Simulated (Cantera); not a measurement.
A Cantera script and what it prints.

```python
import numpy as np
import cantera as ct

gas_names = [...]  # 136 gases of nasa_gas.yaml made of C, H, N, O
cond_names = """
    C(gr) C6H6(L) C7H8(L) C8H18(L),n-octa H2O(s) H2O(L)
""".split()


# ... load() reads the species with a 1 bar reference pressure and builds the phases ...
atoms = {
    'C6H6': {'C': 6, 'H': 6},
    'CO2': {'C': 1, 'O': 2},
    'N2': {'N': 2},
    'H2O': {'H': 2, 'O': 1},
}
top_T = {'C(gr)': 4500}  # K; cautious upper limits of use, not melting points


# ... equilibrate(T, P, feed) seeds the gas with the atoms and calls Mixture.equilibrate('TP', solver="vcs", rtol=1e-11, max_steps=5000) ...
results = []
feed = {'C6H6': 1, 'CO2': 1.6, 'N2': 1.5, 'H2O': 0.23}  # mol
T = 2950  # K
P = 520  # Pa
mix = equilibrate(T, P, feed)
results.append((T, P, feed, dict(zip(mix.species_names, mix.species_moles))))
x = sorted(zip(gas.X, gas.species_names), reverse=True)
print(f"T = {T:g} K  P = {P:g} Pa  gas = {mix.phase_moles(0):.4g} mol")
print("   x: " + "  ".join(f"{s} {v:.3e}" for v, s in x if v > 0.0001))
print("   condensed (mol): " + ("  ".join(f"{mix.phase(i).name} {mix.phase_moles(i):.4g}"
      for i in range(1, mix.n_phases) if mix.phase_moles(i) > 1e-12) or "none"))
```

It prints:

```
T = 2950 K  P = 520 Pa  gas = 11.21 mol
   x: H 4.389e-01  CO 3.059e-01  N2 1.191e-01  H2 5.491e-02  C3 3.488e-02  HCN 1.481e-02  CN 1.164e-02  C 6.008e-03  C2H 3.764e-03  C2 3.508e-03  C2H2,acetylene 2.947e-03  HNC 2.685e-03  C5 5.472e-04  C4 1.019e-04
   condensed (mol): C(gr) 2.332
```

Method: chemical equilibrium by Gibbs-energy minimisation in Cantera with the NASA 1993 tables (ideal gas, pure condensed phases).
